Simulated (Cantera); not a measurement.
Cantera run, input and output.

```python
import numpy as np
import cantera as ct

gas = ct.Solution("gri30.yaml")
gas.TPX = 1900, 300000, {'CH4': 1, 'CO2': 1.8, 'H2O': 0.0054}
reactor = ct.IdealGasConstPressureReactor(gas, energy="off", clone=False)
net = ct.ReactorNet([reactor])
net.rtol, net.atol = 1e-08, 1e-18
show = ['CH4', 'CO2', 'CH2CO', 'H2O', 'H', 'CH2', 'C2H2']
times = np.geomspace(1e-06, 50, 9)

steps = ct.SolutionArray(gas, extra=["t"])
rows = []
print(f"{'t/s':>10s}{'T/K':>9s}{'P/Pa':>11s}" + "".join(f"{s:>11s}" for s in show))
for t in times:
    while net.time < t:
        t_next = net.step()
        steps.append(gas.state, t=t_next)
    rows.append([np.interp(t, steps.t, y) for y in (steps.T, steps.P, *steps(*show).X.T)])
    print(f"{t:10.3e}{rows[-1][0]:9.1f}{rows[-1][1]:11.4g}" + "".join(f"{x:11.3e}" for x in rows[-1][2:]))
rate = np.gradient(steps.T, steps.t)
print("integrator steps:", len(steps.t))
if steps.T.max() > steps.T[0] + 200:
    print(f"time of steepest temperature rise: {steps.t[rate.argmax()]:.4e} s")
gas.TPX = 1900, 300000, {'CH4': 1, 'CO2': 1.8, 'H2O': 0.0054}
gas.equilibrate("TP")
print(f"equilibrium (TP): T = {gas.T:.1f} K  " + "  ".join(f"{s} {gas[s].X[0]:.3e}" for s in show))
```

Output:

```
       t/s      T/K       P/Pa        CH4        CO2      CH2CO        H2O          H        CH2       C2H2
 1.000e-06   1900.0      3e+05  3.558e-01  6.414e-01  2.365e-12  1.934e-03  5.020e-06  3.611e-08  1.307e-09
 9.170e-06   1900.0      3e+05  3.496e-01  6.399e-01  2.965e-09  2.073e-03  1.275e-05  1.222e-06  1.622e-05
 8.409e-05   1900.0      3e+05  2.537e-01  5.937e-01  4.988e-06  1.039e-02  9.258e-05  2.863e-06  1.749e-02
 7.711e-04   1900.0      3e+05  7.064e-02  3.556e-01  1.046e-04  1.384e-01  1.637e-04  1.622e-06  9.609e-02
 7.071e-03   1900.0      3e+05  1.308e-02  1.287e-01  1.071e-04  2.203e-01  2.048e-04  9.710e-07  6.939e-02
 6.484e-02   1900.0      3e+05  4.379e-03  5.899e-02  7.155e-06  1.328e-01  2.446e-04  1.074e-07  7.717e-03
 5.946e-01   1900.0      3e+05  1.563e-07  4.983e-02  6.512e-11  1.177e-01  2.525e-04  2.655e-12  1.881e-10
 5.453e+00   1900.0      3e+05  9.724e-08  4.983e-02  4.090e-11  1.177e-01  2.525e-04  1.677e-12  5.289e-11
 5.000e+01   1900.0      3e+05  9.724e-08  4.983e-02  4.090e-11  1.177e-01  2.525e-04  1.677e-12  5.289e-11
integrator steps: 2206
equilibrium (TP): T = 1900.0 K  CH4 1.076e-07  CO2 4.983e-02  CH2CO 4.520e-11  H2O 1.177e-01  H 2.525e-04  CH2 1.852e-12  C2H2 5.864e-11
```

Cantera simulation using GRI-Mech 3.0 (53 species, 325 reactions); the numbers are that mechanism's predictions, not measurements.
